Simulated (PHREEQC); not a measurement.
A solution holds 0.0077 mol MnSO4 and 0.00036 mol Na2SO4 per kg of water, at 25 °C. Closed to the air; pH follows from the charge balance.

All values are PHREEQC results (ion-association model, phreeqc.dat), not measurements.

```yaml
pH: 6.57
ionic_strength: 0.0240 mol/kgw
specific_conductance: 1310 µS/cm
```

```
species  molality  activity   log γ
-------  --------  --------  ------
SO4-2     0.00608   0.00340  -0.253
Mn+2      0.00573   0.00328  -0.242
MnSO4     0.00197   0.00198   0.002
Na+      0.000708  0.000612  -0.063
NaSO4-    1.20e-5   1.04e-5  -0.062
MnOH+     3.63e-7   3.14e-7  -0.063
H+        3.04e-7   2.69e-7  -0.054
HSO4-     1.03e-7   8.86e-8  -0.065
OH-       4.40e-8   3.77e-8  -0.067
```

This is a speciation only: nothing precipitates in the calculation.
